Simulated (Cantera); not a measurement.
Cantera with NASA thermochemical tables; ideal gases at 1 bar, condensed phases pure. Values are per mole of reaction as written; species without (g) are pure solids or liquids, kept so even where they would boil at 1 bar.

Problem. Between 600 and 1000 K, where is each reaction favourable under standard conditions?
- 2 Li + Cl2(g) ⇌ 2 LiCl
- 2 Al + Cl2(g) ⇌ 2 AlCl(g)
- 0.6667 Fe + Cl2(g) ⇌ 0.6667 FeCl3

Solution. 
- 2 Li + Cl2(g) ⇌ 2 LiCl: ΔG° is -718 kJ at 600 K and -659 kJ at 1000 K; it stays negative (K > 1). ΔH° is -769 kJ and ΔS° -110 J/K at 1000 K.
- 2 Al + Cl2(g) ⇌ 2 AlCl(g): ΔG° is -207 kJ at 600 K and -269 kJ at 1000 K; it stays negative (K > 1). ΔH° is -139 kJ and ΔS° 130 J/K at 1000 K.
- 0.6667 Fe + Cl2(g) ⇌ 0.6667 FeCl3: ΔG° is -182 kJ at 600 K and -152 kJ at 1000 K; it stays negative (K > 1). ΔH° is -221 kJ and ΔS° -69 J/K at 1000 K.
